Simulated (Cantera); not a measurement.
Input (Python, Cantera):

```python
import numpy as np
import cantera as ct

surf = ct.Interface("ptcombust.yaml", "Pt_surf")
gas = surf.adjacent["gas"]
gas.TPX = 898, 160000, {'CO': 0.02, 'O2': 0.01, 'N2': 0.79, 'H2O': 0.011}
surf.TP = 898, 160000
reactor = ct.FlowReactor(gas, clone=False)
reactor.area = 0.0001  # m2
reactor.surface_area_to_volume_ratio = 1600  # 1/m
reactor.mass_flow_rate = 0.37 * reactor.area * gas.density  # inlet velocity 0.37 m/s
reactor.energy_enabled = False
wall = ct.ReactorSurface(surf, reactor, clone=False)
net = ct.ReactorNet([reactor])
net.rtol, net.atol = 1e-8, 1e-16
show, cover = ['CO', 'O2', 'H2O', 'CO2'], ['PT(S)', 'H(S)', 'O(S)', 'OH(S)', 'CO(S)', 'C(S)']

rows = []
print(f"{'z/m':>9s}{'u/(m/s)':>9s}" + "".join(f"{s:>13s}" for s in show + cover))
for z in [0.00018, 0.00032, 0.00057, 0.001, 0.0018, 0.0032, 0.0057, 0.01, 0.018]:
    net.advance(z)
    rows.append([reactor.speed, *gas[show].X, *surf[cover].coverages])
    print(f"{z:9.4g}{rows[-1][0]:9.3g}" + "".join(f"{x:13.4e}" for x in rows[-1][1:]))
```

Output:

```
      z/m  u/(m/s)           CO           O2          H2O          CO2        PT(S)         H(S)         O(S)        OH(S)        CO(S)         C(S)
  0.00018    0.368   1.4914e-02   7.4569e-03   1.3298e-02   9.2650e-03   2.9383e-01   9.1775e-06   1.6354e-03   2.1377e-04   7.0430e-01   3.0496e-09
  0.00032    0.367   8.3618e-03   4.1809e-03   1.3342e-02   1.5897e-02   3.7044e-01   1.3013e-05   1.6354e-03   2.4042e-04   6.2765e-01   3.4263e-09
  0.00057    0.366   3.9817e-04   1.9913e-04   1.3396e-02   2.3958e-02   8.4311e-01   4.4763e-05   1.6359e-03   3.6348e-04   1.5481e-01   1.9228e-09
    0.001    0.366   1.6647e-20   1.8529e-09   1.3398e-02   2.4361e-02   9.5259e-01   1.0215e-05   4.5321e-02   2.0338e-03   4.9645e-18   2.5509e-27
   0.0018    0.366   1.6617e-20   1.8529e-09   1.3398e-02   2.4361e-02   9.5259e-01   1.0214e-05   4.5325e-02   2.0339e-03   4.9553e-18   2.5515e-27
   0.0032    0.366   3.0697e-18   1.8532e-09   1.3398e-02   2.4361e-02   9.5258e-01   1.0214e-05   4.5329e-02   2.0340e-03   6.7556e-18   3.4624e-27
   0.0057    0.366  -1.4727e-17   1.8539e-09   1.3398e-02   2.4361e-02   9.5258e-01   1.0213e-05   4.5335e-02   2.0341e-03   9.4708e-18   4.4504e-27
     0.01    0.366  -3.5202e-17   1.8550e-09   1.3398e-02   2.4361e-02   9.5257e-01   1.0211e-05   4.5346e-02   2.0344e-03   3.8217e-18   1.6256e-27
    0.018    0.366  -1.1045e-16   1.8570e-09   1.3398e-02   2.4361e-02   9.5255e-01   1.0209e-05   4.5367e-02   2.0348e-03   7.3094e-19   3.6798e-28
```

Detailed kinetics in Cantera: Deutschmann's 1995 Pt surface mechanism with GRI-Mech 3.0 gas chemistry. Catalytic surfaces can have several steady states; this one follows from the mechanism file's or the stated starting coverage. Mass transfer to the wall is taken as infinitely fast.
